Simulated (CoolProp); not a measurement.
Vapour-liquid equilibrium of R1234yf (1) + isobutane (2) at 0.49 MPa; x and y are mole fractions of (1).

Model: multi-fluid Helmholtz-energy mixture model, Lemmon 2022 and Bücker 2006; pair parameters Bell 2016, in CoolProp.

```
x     bubble temperature (K)  y at the bubble point  dew temperature at overall composition x (K)  liquid density (mol/L)
----  ----------------------  ---------------------  --------------------------------------------  ----------------------
0.05                   304.6                  0.165                                         308.5                   9.299
0.15                   297.5                  0.362                                         305.1                   9.407
0.25                   293.4                  0.474                                         301.5                   9.464
0.35                   290.9                  0.549                                         297.9                   9.504
0.45                   289.2                  0.608                                         294.2                   9.542
0.55                   287.9                  0.661                                         290.8                   9.588
0.65                   287.1                  0.716                                         288.2                   9.645
0.75                   286.5                  0.778                                         286.7                   9.714
0.85                   286.3                  0.851                                         286.3                   9.794
0.95                   286.5                  0.944                                         286.5                   9.879
```

y crosses x between x = 0.85 and 0.95: the model has an azeotrope there.

Pair parameters are fitted to limited data, so mixtures are less certain than the pure fluids.
